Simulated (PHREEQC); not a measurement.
**Arsenic or selenium liquor: speciation**

A solution holds 0.065 mol/kgw Na2SeO3 and 0.001 mol/kgw HCl, at 25 °C. Closed to the air; pH follows from the charge balance.

Model: ion-association model, wateq4f.dat, run in PHREEQC.

This is a speciation only: nothing precipitates in the calculation.

Task: Estimate the pH, ionic strength.

Result: pH 9.88; ionic strength 0.194 mol/kgw.

Task: In which forms is Se present?

Result: SeO3-2 98 %, HSeO3- 1.7 % of the Se.

Species that the database lacks are ignored.
